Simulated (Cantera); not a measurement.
What does this Cantera script print?

```python
import numpy as np
import cantera as ct

gas_names = [...]  # 110 gases of nasa_gas.yaml made of C, H, O
cond_names = """
    C(gr) C6H6(L) C7H8(L) C8H18(L),n-octa H2O(s) H2O(L)
""".split()


# ... load() reads the species with a 1 bar reference pressure and builds the phases ...
atoms = {
    'CO': {'C': 1, 'O': 1},
    'O2': {'O': 2},
    'H2': {'H': 2},
}
top_T = {'C(gr)': 4500}  # K; cautious upper limits of use, not melting points


# ... equilibrate(T, P, feed) seeds the gas with the atoms and calls Mixture.equilibrate('TP', solver="vcs", rtol=1e-11, max_steps=5000) ...
results = []
T = 2975  # K
P = 25  # Pa
for m in [0.17, 0.22, 0.27, 0.34, 0.42, 0.52, 0.65, 0.81, 1, 1.3]:
    feed = {'CO': 1, 'O2': m, 'H2': 8.1}  # mol
    mix = equilibrate(T, P, feed)
    results.append((T, P, feed, dict(zip(mix.species_names, mix.species_moles))))

top = {s: max(r[3][s] / sum(r[3][g] for g in gas_names) for r in results) for s in gas_names}
cols = sorted((s for s in top if top[s] > 1e-06), key=lambda s: -top[s])[:7]
seen = [c for c in cond_names if any(r[3].get(c, 0) > 1e-12 for r in results)]
print("log10 of partial pressures in bar; condensed amounts in mol")
print(f"{'n(O2)':>10s}" + "".join(f"{s[:9]:>10s}" for s in cols + seen))
for T, P, feed, n in results:
    ng = sum(n[g] for g in gas_names)
    print(f"{feed['O2']:10.4g}" + "".join(f"{np.log10(max(n[s] / ng * P / 1e5, 1e-99)):10.3f}" for s in cols)
          + "".join(f"{n.get(c, 0):10.4g}" for c in seen))
```

It prints:

```
log10 of partial pressures in bar; condensed amounts in mol
     n(O2)         H         O        CO        H2        OH        O2       H2O
      0.17    -3.642    -5.319    -4.842    -5.613    -7.078    -8.670    -8.562
      0.22    -3.644    -5.209    -4.844    -5.618    -6.971    -8.451    -8.458
      0.27    -3.646    -5.123    -4.847    -5.622    -6.887    -8.278    -8.376
      0.34    -3.650    -5.026    -4.850    -5.629    -6.794    -8.085    -8.286
      0.42    -3.654    -4.938    -4.854    -5.637    -6.710    -7.909    -8.206
      0.52    -3.659    -4.850    -4.859    -5.647    -6.627    -7.734    -8.128
      0.65    -3.665    -4.760    -4.865    -5.659    -6.543    -7.552    -8.050
      0.81    -3.672    -4.672    -4.873    -5.674    -6.462    -7.376    -7.976
         1    -3.681    -4.589    -4.881    -5.691    -6.388    -7.211    -7.911
       1.3    -3.694    -4.489    -4.895    -5.718    -6.301    -7.011    -7.837
```

These are equilibrium values from Cantera (NASA tables, ideal gas, pure condensed phases), not measurements of a reactor.
